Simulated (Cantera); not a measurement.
Cantera run:

```python
import numpy as np
import cantera as ct

gas_names = """
    Br Br2 H HBr H2 N NH NH2 NH3 N2 N2H2 N2H4 Si SiBr SiBr2 SiBr3 SiBr4 SiH SiHBr3 SiH2 SiH2Br2 SiH3
    SiH3Br SiH4 SiN Si2 Si2N Si3
""".split()
cond_names = """
    Br2(cr) Br2(L) Si(cr) Si(L) Si3N4(a)
""".split()


# ... load() reads the species with a 1 bar reference pressure and builds the phases ...
atoms = {
    'Si': {'Si': 1},
    'HBr': {'H': 1, 'Br': 1},
    'N2': {'N': 2},
}
top_T = {'Si3N4(a)': 2400}  # K; cautious upper limits of use, not melting points


# ... equilibrate(T, P, feed) seeds the gas with the atoms and calls Mixture.equilibrate('TP', solver="vcs", rtol=1e-11, max_steps=5000) ...
results = []
feed = {'Si': 1, 'HBr': 1.9, 'N2': 6.8}  # mol
T = 1598.15  # K
P = 86  # Pa
mix = equilibrate(T, P, feed)
results.append((T, P, feed, dict(zip(mix.species_names, mix.species_moles))))
x = sorted(zip(gas.X, gas.species_names), reverse=True)
print(f"T = {T:g} K  P = {P:g} Pa  gas = {mix.phase_moles(0):.4g} mol")
print("   x: " + "  ".join(f"{s} {v:.3e}" for v, s in x if v > 0.0001))
print("   condensed (mol): " + ("  ".join(f"{mix.phase(i).name} {mix.phase_moles(i):.4g}"
      for i in range(1, mix.n_phases) if mix.phase_moles(i) > 1e-12) or "none"))
```

It prints:

```
T = 1598.15 K  P = 86 Pa  gas = 8.541 mol
   x: N2 7.636e-01  H2 8.120e-02  SiBr2 6.754e-02  HBr 5.953e-02  Br 2.693e-02  H 5.180e-04  SiBr 4.835e-04  SiBr3 1.340e-04
   condensed (mol): Si3N4(a) 0.1391
```

These are equilibrium values from Cantera (NASA tables, ideal gas, pure condensed phases), not measurements of a reactor. The tables' values for SiBr, SiBr3 are old estimates; treat these amounts as uncertain.
